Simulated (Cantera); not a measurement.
**Hydrocarbon pyrolysis for carbon deposition**

An isothermal, constant-pressure homogeneous reactor starts with CH₄ : H₂ = 1 : 8.2 (molar parts), at 1425 K and 203 Torr.

Model: GRI-Mech 3.0 (53 species, 325 reactions), integrated in Cantera. GRI-Mech 3.0 stops at C3 and has no aromatics, soot or wall deposition, so with more carbon than oxygen in the feed, carbon stays in small species such as C2H2 where larger ones or solid carbon would form.

| t (s) | x CH₄ | x H₂ | x CH₃ | x C₂H₆ | x C₂H | x CH₂ | x C₂H₂ |
|---|---|---|---|---|---|---|---|
| 1.00e-5 | 0.109 | 0.891 | 4.60e-8 | <1e-12 | <1e-12 | <1e-12 | <1e-12 |
| 2.68e-5 | 0.109 | 0.891 | 1.27e-7 | <1e-12 | <1e-12 | <1e-12 | <1e-12 |
| 7.20e-5 | 0.109 | 0.891 | 3.44e-7 | 1.30e-11 | <1e-12 | <1e-12 | <1e-12 |
| 0.000193 | 0.109 | 0.891 | 9.27e-7 | 2.54e-10 | <1e-12 | <1e-12 | <1e-12 |
| 0.000518 | 0.109 | 0.891 | 2.48e-6 | 4.86e-9 | <1e-12 | 2.08e-12 | <1e-12 |
| 0.00139 | 0.109 | 0.891 | 6.47e-6 | 8.70e-8 | <1e-12 | 1.42e-11 | 1.62e-11 |
| 0.00373 | 0.109 | 0.891 | 1.46e-5 | 1.19e-6 | <1e-12 | 7.26e-11 | 1.52e-9 |
| 0.0100 | 0.109 | 0.891 | 2.19e-5 | 6.27e-6 | <1e-12 | 1.63e-10 | 1.07e-7 |
| 0.0268 | 0.109 | 0.891 | 2.39e-5 | 9.83e-6 | <1e-12 | 1.94e-10 | 2.68e-6 |
| 0.0720 | 0.108 | 0.891 | 2.40e-5 | 1.01e-5 | <1e-12 | 1.95e-10 | 2.71e-5 |
| 0.193 | 0.108 | 0.892 | 2.40e-5 | 1.02e-5 | 2.03e-12 | 1.96e-10 | 0.000159 |
| 0.518 | 0.107 | 0.892 | 2.38e-5 | 1.02e-5 | 7.84e-12 | 1.95e-10 | 0.000612 |
| 1.39 | 0.104 | 0.894 | 2.34e-5 | 1.02e-5 | 2.34e-11 | 1.94e-10 | 0.00180 |
| 3.73 | 0.0967 | 0.898 | 2.24e-5 | 1.01e-5 | 6.15e-11 | 1.91e-10 | 0.00462 |
| 10.0 | 0.0830 | 0.905 | 2.04e-5 | 1.01e-5 | 1.42e-10 | 1.86e-10 | 0.0100 |
x: mole fraction; the columns are a selection and need not sum to one.

Equilibrium at this temperature and pressure: CH₄ 0.0630, H₂ 0.916, CH₃ 1.75e-5, C₂H₆ 1.08e-5, C₂H 2.86e-10, CH₂ 1.80e-10, C₂H₂ 0.0180 (gas phase only).
